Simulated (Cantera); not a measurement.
Feed: 1 mol Si, a varied amount of NF3, held at 0.0105 Torr.

Method: chemical equilibrium by Gibbs-energy minimisation in Cantera with the NASA 1993 tables (ideal gas, pure condensed phases). Candidate condensed phases: Si, Si3N4; 16 gas species. Mutual solubility and eutectic melting of coexisting phases are not modelled. The tables' values for SiF2, SiF3 are old estimates. Equilibrium is a limit: real reactors are often held back by kinetics, nucleation or transport.

Stable condensed phases, one row left out:

```
T in K \ n(NF3) in mol
         0.53 0.82  1.3    2  3.1  4.7  7.3
   1523     A    A    B    B    B    B    B
   1473     A    A    B    B    B    B    B
   1423     A    A    B    B    B    B    B
   1373     C    D    B    B    B    B    B
   1323     C    D    B    B    B    B    B
   1273     C    D    B    B    B    B    B
   1173     C    D    D    B    B    B    B
   1123     C    D    D    B    B    B    B
   1073     C    D    D    B    B    B    B
```

A: Si; B: gas only; C: Si + Si3N4; D: Si3N4.

Question: Give the row for 1223 K.

Answer: 0.53: Si + Si3N4; 0.82: Si3N4; 1.3: Si3N4; 2: gas only; 3.1: gas only; 4.7: gas only; 7.3: gas only.
